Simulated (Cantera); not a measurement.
Input: 1 mol c-C4F8, 0.11 mol F2, 0.084 mol H2, at 1475 °C and 90.0 Torr.

Method: chemical equilibrium by Gibbs-energy minimisation in Cantera with the NASA 1993 tables (ideal gas, pure condensed phases). Candidate condensed phases: C, C6H6, C7H8, C8H18; 95 gas species. The feed counts by its element totals alone. Gases not in the tables: C2F6 and larger saturated fluorocarbons. Equilibrium is a limit: real reactors are often held back by kinetics, nucleation or transport.

Base state: CF4 0.919, HF 0.0769, CF2 0.00281, CF3 0.000657, F 0.000348 (mole fractions); condensed: C(graphite).

What changes in the equilibrium state with this change: temperature from 1475 °C to 2925 °C?


| species | before | after |
|---|---|---|
| F | 0.000348 | 0.695 |
| CF2 | 0.00281 | 0.140 |
| CF | 3.85e-7 | 0.118 |
| CF4 | 0.919 | 9.35e-5 |
| C3 | <1e-9 | 0.0188 |
| HF | 0.0769 | 0.0226 |
| C | <1e-9 | 0.00247 |
| C2 | <1e-9 | 0.00198 |
| C(graphite), mol | 1.98 | 1.61 |

What changes in the equilibrium state with this change: c-C4F8 replaced by CF4?


| species | before | after |
|---|---|---|
| CF4 | 0.919 | 0.820 |
| HF | 0.0769 | 0.138 |
| F | 0.000348 | 0.0426 |
| CF2 | 0.00281 | 1.67e-7 |
| CF3 | 0.000657 | 4.78e-6 |
| C(graphite), mol | 1.98 | 0 |
